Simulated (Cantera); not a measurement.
Gas mixture: O₂ = 0.31 (molar parts), at 0.0267 bar, frozen composition.

Cantera's kinetic-theory transport with the Lennard-Jones parameters of GRI-Mech 3.0, ideal gas; thermal conductivity in the mixture-averaged form.

One state of this run: ρ (kg/m³) = 0.00733; cp (J/kg/K) = 1134; μ (µPa s) = 59.7; λ (mW/m/K) = 95.7; Pr = 0.707; D (cm²/s) NH₃ = 135; D (cm²/s) N₂ = 108; D (cm²/s) H₂O = 144. D: mixture-averaged diffusion coefficient of that species in the mixture.

Task: Which value of T (K) does it belong to?
(A) 1200
(B) 1400
(C) 2000
(D) 400

Result: B, 1400
